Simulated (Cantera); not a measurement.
Feed: 1 mol Fe2O3, 2 mol HCl, 1.5 mol O2, at 1298.15 K and 1.00 bar.

Method: chemical equilibrium by Gibbs-energy minimisation in Cantera with the NASA 1993 tables (ideal gas, pure condensed phases). Candidate condensed phases: Fe, FeCl2, FeCl3, FeO, Fe(OH)2, Fe(OH)3, Fe2O3, Fe3O4, H2O; 22 gas species. Kinetics and transport are ignored.

**Question.** What is the equilibrium state?

**Answer.** 
- x(HCl) = 0.411
- x(O2) = 0.407
- x(H2O) = 0.0920
- x(Cl2) = 0.0769
- x(FeCl3) = 0.00759
- x(Cl) = 0.00338
- x(FeCl2) = 0.00205
- x(ClO) = 7.12e-5
- x(HOCl) = 6.77e-5
- n(Fe2O3(s)) = 0.984 mol
- gas amount = 3.362 mol
- log10 activity of FeCl2(l) (absent) = -2.62
- log10 activity of Fe(OH)2(s) (absent) = -8.55
- log10 activity of Fe(γ) (absent) = -9.52
